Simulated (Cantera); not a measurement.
A closed system holds: 1 mol CuO, 4.4 mol CH4, 0.33 mol H2, held at 1477 °C and 10.0 mbar.

Equilibrium computed with Cantera from the NASA thermochemical tables; the gas is ideal and each condensed phase is pure. Candidate condensed phases: C, C6H6, C7H8, C8H18, Cu, CuO, Cu(OH)2, Cu2O, H2O; 113 gas species. Rates play no part.

Base state: H2 0.872, CO 0.0957, Cu 0.0299, H 0.00217, C2H2 (acetylene) 0.000100, Cu2 4.58e-5 (mole fractions); condensed: C(graphite) + Cu(l).

Question: What changes in the equilibrium state with this change: 1.7 mol O2 added?

Answer: 
```tsv
species	before	after
H2	0.872	0.653
CO	0.0957	0.315
Cu	0.0299	0.0299
H	0.00217	0.00188
C2H2 (acetylene)	0.000100	2.17e-6
Cu2	4.58e-5	4.58e-5
C(graphite), mol	3.40	0
Cu(l), mol	0.687	0.582
```
